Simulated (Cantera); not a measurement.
**NO annealing gas**

An isothermal, constant-pressure homogeneous reactor starts with NO : N₂ = 3.3 : 11 (molar parts), at 2098 K and 585 Torr.

Computed with Cantera and GRI-Mech 3.0 (53 species, 325 reactions).

```tsv
t (s)	x NO	x NO₂	x O	x N₂	x O₂	x N₂O
0.000700	0.231	2.55e-5	6.73e-5	0.769	1.75e-5	2.47e-5
0.00132	0.230	3.88e-5	0.000101	0.769	7.43e-5	2.64e-5
0.00249	0.230	4.42e-5	0.000115	0.770	0.000228	2.64e-5
0.00469	0.229	4.57e-5	0.000119	0.770	0.000539	2.63e-5
0.00883	0.228	4.79e-5	0.000124	0.770	0.00113	2.60e-5
0.0167	0.226	5.17e-5	0.000135	0.772	0.00226	2.54e-5
0.0314	0.222	5.80e-5	0.000153	0.774	0.00441	2.43e-5
0.0592	0.213	6.73e-5	0.000182	0.778	0.00855	2.24e-5
0.112	0.198	7.88e-5	0.000227	0.786	0.0164	1.90e-5
0.210	0.169	8.75e-5	0.000291	0.800	0.0306	1.38e-5
0.396	0.124	8.24e-5	0.000371	0.823	0.0532	7.39e-6
0.747	0.0688	5.58e-5	0.000448	0.850	0.0807	2.48e-6
1.41	0.0273	2.47e-5	0.000499	0.871	0.101	6.89e-7
2.65	0.0109	1.02e-5	0.000517	0.879	0.110	4.23e-7
5.00	0.00782	7.40e-6	0.000521	0.880	0.111	4.00e-7
```
x: mole fraction; the columns are a selection and need not sum to one.

Equilibrium at this temperature and pressure: NO 0.00765, NO₂ 7.24e-6, O 0.000521, N₂ 0.881, O₂ 0.111, N₂O 3.99e-7 (gas phase only).
